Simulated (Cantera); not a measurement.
Input: 1 mol SiH4, 2.6 mol N2, equilibrated at 0.0900 bar.

These are equilibrium values from Cantera (NASA tables, ideal gas, pure condensed phases), not measurements of a reactor. Candidate condensed phases: Si, Si3N4; 18 gas species. Equilibrium is a limit: real reactors are often held back by kinetics, nucleation or transport.

Over these rows the condensed part is Si3N4(s). Partial pressures as log10 of bar:

```
T (K)  1000/T (1/K)  log p Si  log p H2  log p N2
-----  ------------  --------  --------  --------
1550         0.6452     -9.18     -1.34     -1.35
1600         0.6250     -8.46     -1.34     -1.35
1650         0.6061     -7.78     -1.34     -1.35
1700         0.5882     -7.14     -1.34     -1.35
1750         0.5714     -6.53     -1.34     -1.35
1800         0.5556         ?     -1.34     -1.35
```

### Question
Fit log p(Si) = a + b·(1000/T) to the five rows, give the apparent enthalpy, and predict the row at 1800 K.

### Answer
Means: 1000/T = 0.6072, log p = -7.818. Sxy = -0.122218, Sxx = 0.0034047, so b = -35.90 and a = -7.818 − (-35.90)×0.6072 = 13.98.
Apparent enthalpy: −19.145 × (-35.90) = 687 kJ/mol. With the condensed phases at unit activity, 1/3 Si3N4(s) = Si(g) + 2/3 N2(g) links this pressure to the main gases: over the six rows their terms move log p by +0.00 in all, so the slope is close to that reaction's ΔH°. The five rows lie within 0.01 of the line.
Prediction at 1800 K: 13.98 + (-35.90)×0.5556 = -5.97. The computed value is -5.97, 0.00 from the line.
